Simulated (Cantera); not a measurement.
Cantera with NASA thermochemical tables; ideal gases at 1 bar, condensed phases pure. Values are per mole of reaction as written; species without (g) are pure solids or liquids, kept so even where they would boil at 1 bar. TaC: taken at fixed stoichiometry.

4 CO(g) + TaO2(g) → TaC + 3 CO2(g)

| T (K) | ΔH° (kJ) | ΔS° (J/K) | ΔG° (kJ) | log10 K |
|---|---|---|---|---|
| 700 | [?] | [?] | [?] | [?] |
| 725 | -678.4 | -382.5 | -401.1 | 28.90 |
| 750 | [?] | [?] | [?] | [?] |
| 775 | [?] | [?] | [?] | [?] |
| 800 | -676.9 | -380.5 | -372.5 | 24.32 |

Problem. Fill in the missing entries.

Solution. 
- 700, ΔH° (kJ): -678.9
- 700, ΔS° (J/K): -383.2
- 700, ΔG° (kJ): -410.7
- 700, log10 K: 30.64
- 750, ΔH° (kJ): -678.0
- 750, ΔS° (J/K): -381.9
- 750, ΔG° (kJ): -391.6
- 750, log10 K: 27.27
- 775, ΔH° (kJ): -677.4
- 775, ΔS° (J/K): -381.2
- 775, ΔG° (kJ): -382.0
- 775, log10 K: 25.75
